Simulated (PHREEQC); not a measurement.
**Phosphoric acid bath: an equilibrium model**

Consider water at 74 °C with 12 mmol/kgw KH2PO4 and 92 mmol/kgw HF. Closed to the air; pH follows from the charge balance.

Equilibrium calculation in PHREEQC: ion-association model, phreeqc.dat.

Precipitation was switched off in this run.

### Question
Estimate the pH, ionic strength.

### Answer
pH 2.45; ionic strength 0.0160 mol/kgw.

### Question
In which forms is P present?

### Answer
H2PO4- 57 %, H3PO4 43 % of the P.

Away from 25 °C the constants follow the database's enthalpies or fits; those with neither stay at their 25 °C values.
